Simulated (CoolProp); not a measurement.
Vapour-liquid equilibrium of toluene (1) + o-xylene (2) at 437.9 K; x and y are mole fractions of (1).

Model: multi-fluid Helmholtz-energy mixture model, Lemmon 2006 and Zhou 2012; pair parameters Bell 2016, in CoolProp.

```csv
x,bubble pressure (MPa),y at the bubble point,dew pressure at overall composition x (MPa),liquid density (mol/L)
0.05,0.1786,0.098,0.1736,7.093
0.2,0.2092,0.345,0.1900,7.200
0.35,0.2410,0.533,0.2099,7.309
0.5,0.2731,0.679,0.2346,7.420
0.65,0.3053,0.796,0.2660,7.533
0.8,0.3373,0.892,0.3065,7.651
0.95,0.3692,0.975,0.3593,7.773
```

No azeotrope shows between x = 0.05 and 0.95.

The pair parameters rest on a limited set of measurements; away from them the model extrapolates.
